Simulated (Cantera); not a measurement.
Input (Python, Cantera) and output of one run.

```python
import numpy as np
import cantera as ct

gas_names = [...]  # 151 gases of nasa_gas.yaml made of C, H, N, O, Si
cond_names = """
    C(gr) C6H6(L) C7H8(L) C8H18(L),n-octa H2O(s) H2O(L) Si(cr) Si(L) SiC(b) SiO2(Lqz) SiO2(hqz) SiO2(L)
    Si2N2O(s) Si3N4(a)
""".split()


# ... load() reads the species with a 1 bar reference pressure and builds the phases ...
atoms = {
    'SiC': {'Si': 1, 'C': 1},
    'H2O': {'H': 2, 'O': 1},
    'N2': {'N': 2},
}
top_T = {'C(gr)': 4500, 'SiC(b)': 3050, 'Si2N2O(s)': 2100, 'Si3N4(a)': 2400}  # K; cautious upper limits of use, not melting points


# ... equilibrate(T, P, feed) seeds the gas with the atoms and calls Mixture.equilibrate('TP', solver="vcs", rtol=1e-11, max_steps=5000) ...
results = []
feed = {'SiC': 1, 'H2O': 0.0065, 'N2': 160}  # mol
T = 2025  # K
P = 1333.22  # Pa
mix = equilibrate(T, P, feed)
results.append((T, P, feed, dict(zip(mix.species_names, mix.species_moles))))
print(gas.report(threshold=1e-06))
for i in range(1, mix.n_phases):
    print(f"{mix.phase(i).name:16s} {mix.phase_moles(i):12.5e} mol")
```

Result:

```
       temperature   2025 K
          pressure   1333.2 Pa
           density   0.0022183 kg/m^3
  mean mol. weight   28.014 kg/kmol
   phase of matter   gas

                          1 kg             1 kmol
                     ---------------   ---------------
          enthalpy        2.0395e+06        5.7133e+07  J
   internal energy        1.4385e+06        4.0296e+07  J
           entropy             10295        2.8841e+05  J/K
    Gibbs function       -1.8809e+07        -5.269e+08  J
 heat capacity c_p            1286.9             36052  J/K
 heat capacity c_v            990.15             27738  J/K

                      mass frac. Y      mole frac. X     chem. pot. / RT
                     ---------------   ---------------   ---------------
                CN        6.2674e-06        6.7482e-06           -18.442
                CO        4.0207e-05        4.0213e-05           -48.749
              C2N2        4.2621e-06        2.2945e-06           -36.884
                 H        1.2765e-06        3.5475e-05           -18.071
               HCN        3.3359e-05        3.4578e-05           -36.513
               HNC        1.9826e-06        2.0551e-06           -36.513
                H2        3.2598e-07        4.5297e-06           -36.143
                N2           0.99959           0.99958           -31.301
                Si        0.00026298        0.00026231           -8.7691
              SiC2        2.2661e-05        1.2183e-05           -14.353
               SiN        1.1168e-05        7.4326e-06           -24.419
              Si2C        1.9423e-05        7.9803e-06            -20.33
     [ +139 minor]        2.4834e-06        1.2169e-06

C(gr)             2.86942e-02 mol
Si(L)             0.00000e+00 mol
SiC(b)            9.52008e-01 mol
SiO2(L)           0.00000e+00 mol
Si2N2O(s)         0.00000e+00 mol
Si3N4(a)          0.00000e+00 mol
```

Equilibrium computed with Cantera from the NASA thermochemical tables; the gas is ideal and each condensed phase is pure.
